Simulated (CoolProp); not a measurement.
A single-stage vapour-compression cycle with R236EA: evaporating at 253.15 K (dew point), condensing at 304.15 K (bubble point), superheat 5 K, subcooling 0 K, compressor efficiency 0.65, no pressure losses. Each further row changes one setting.

Computed with CoolProp (reference Helmholtz-energy equation of state, Rui 2013).

```csv
case,cooling COP,pressure ratio,discharge temperature (K),refrigerating effect (kJ/kg),volumetric capacity (kJ/m³)
as stated,2.50,8.30,319.4,119,261
evaporating temperature 258.15 K,2.91,6.44,317.6,123,341
condensing temperature 299.15 K,2.87,7.00,314.3,125,275
subcooling 5 K,2.64,8.30,319.4,125,275
superheat 15 K,2.56,8.30,330.2,127,267
compressor efficiency 0.55,2.12,8.30,328.7,119,261
```
